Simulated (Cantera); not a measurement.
Charge: 1 mol HMDSO, 2.8 mol O2, 55 mol H2, held at 0.100 bar.

Method: chemical equilibrium by Gibbs-energy minimisation in Cantera with the NASA 1993 tables (ideal gas, pure condensed phases). Candidate condensed phases: C, C6H6, C7H8, C8H18, H2O, Si, SiC, SiO2; 123 gas species. The feed counts by its element totals alone. Equilibrium is a limit: real reactors are often held back by kinetics, nucleation or transport.

Task: Which condensed phases are stable at each of these points (T (°C)): 227, 277, 327, 377, 427, 477, 527, 577, 627, 677, 727, 777, 827?

Result: 
| T (°C) | condensed phases | Si condensed (%) |
|---|---|---|
| 227 | SiO2(α-quartz) | 100.0 |
| 277 | SiO2(α-quartz) | 100.0 |
| 327 | SiO2(α-quartz) | 100.0 |
| 377 | SiO2(α-quartz) | 100.0 |
| 427 | SiO2(α-quartz) | 100.0 |
| 477 | SiO2(α-quartz) | 100.0 |
| 527 | SiO2(α-quartz) | 100.0 |
| 577 | C(graphite) + SiO2(β-quartz) | 100.0 |
| 627 | C(graphite) + SiO2(β-quartz) | 100.0 |
| 677 | C(graphite) + SiO2(β-quartz) | 100.0 |
| 727 | C(graphite) + SiO2(β-quartz) | 100.0 |
| 777 | C(graphite) + SiO2(β-quartz) | 100.0 |
| 827 | C(graphite) + SiO2(β-quartz) | 100.0 |

From 227 °C to 527 °C the condensed part is SiO2(α-quartz). From 577 °C to 827 °C the condensed part is C(graphite) + SiO2(β-quartz).
